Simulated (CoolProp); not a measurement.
Vapour-liquid equilibrium of CHF3 (R23) (1) + CH2F2 (R32) (2) at 0.286 MPa; x and y are mole fractions of (1).

Model: multi-fluid Helmholtz-energy mixture model, Penoncello 2003 and Tillner-Roth 1997; pair parameters Bell 2016, in CoolProp.

| x | bubble temperature (°C) | y at the bubble point | dew temperature at overall composition x (°C) | liquid density (mol/L) |
|---|---|---|---|---|
| 0.05 | -31.9 | 0.152 | -29.9 | 21.99 |
| 0.15 | -37.3 | 0.387 | -31.9 | 21.83 |
| 0.25 | -41.9 | 0.553 | -34.0 | 21.63 |
| 0.35 | -45.8 | 0.673 | -36.4 | 21.39 |
| 0.45 | -49.2 | 0.761 | -38.9 | 21.14 |
| 0.55 | -52.1 | 0.829 | -41.8 | 20.86 |
| 0.65 | -54.7 | 0.881 | -45.0 | 20.58 |
| 0.75 | -57.0 | 0.923 | -48.7 | 20.28 |
| 0.85 | -59.1 | 0.958 | -53.1 | 19.98 |
| 0.95 | -61.0 | 0.987 | -58.6 | 19.67 |

No azeotrope shows between x = 0.05 and 0.95.

The pair parameters rest on a limited set of measurements; away from them the model extrapolates.
